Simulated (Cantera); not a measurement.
An adiabatic, constant-volume homogeneous reactor starts with CH4 : CO : O2 : N2 = 1 : 0.099 : 1.14 : 4.28 (molar parts), at 1125 K and 2.00 bar.

Computed with Cantera and GRI-Mech 3.0 (53 species, 325 reactions).

**Question.** Predict: time of steepest temperature rise; temperature at 0.300 s; equilibrium temperature; x(CO) at 0.300 s; x(O2) at 0.300 s; x(N2O) at 0.300 s; x(H2O2) at 0.300 s; x(NO) at 0.300 s.

**Answer.** 
```
Item                                                                   Value
---------------------------------  -----------------------------------------
time of steepest temperature rise                                    0.112 s
temperature at 0.300 s                                                2657 K
equilibrium temperature                                               2657 K
x(CO) at 0.300 s                         0.125 (gas-phase equilibrium 0.125)
x(O2) at 0.300 s                     4.28e-5 (gas-phase equilibrium 4.28e-5)
x(N2O) at 0.300 s                    4.04e-8 (gas-phase equilibrium 4.04e-8)
x(H2O2) at 0.300 s                   2.15e-8 (gas-phase equilibrium 2.15e-8)
x(NO) at 0.300 s                   0.000365 (gas-phase equilibrium 0.000365)
```
